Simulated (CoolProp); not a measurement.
A single-stage vapour-compression cycle with CH2F2 (R32): evaporating at 237.15 K (dew point), condensing at 260.15 K (bubble point), superheat 5 K, subcooling 5 K, compressor efficiency 0.9, no pressure losses. Each further row changes one setting.

Values from CoolProp's reference Helmholtz-energy equation of state, Tillner-Roth 1997.

```
case                              cooling COP  pressure ratio  discharge temperature (K)  refrigerating effect (kJ/kg)  volumetric capacity (kJ/m³)
--------------------------------  -----------  --------------  -------------------------  ----------------------------  ---------------------------
as stated                                8.48            2.47                      296.0                           339                         1980
evaporating temperature 242.15 K          [?]            2.00                      288.2                           [?]                          [?]
condensing temperature 255.15 K          11.1            2.06                      284.6                           348                         2030
subcooling 10 K                           [?]            2.47                      296.0                           348                         2030
superheat 15 K                           8.28            2.47                        [?]                           348                         1930
compressor efficiency 0.8                 [?]            2.47                      301.3                           339                         1980
```

Q: Complete the blanks.

A: 
- evaporating temperature 242.15 K, cooling COP: 11.3
- evaporating temperature 242.15 K, refrigerating effect (kJ/kg): 341
- evaporating temperature 242.15 K, volumetric capacity (kJ/m³): 2440
- subcooling 10 K, cooling COP: 8.68
- superheat 15 K, discharge temperature (K): 307.7
- compressor efficiency 0.8, cooling COP: 7.54
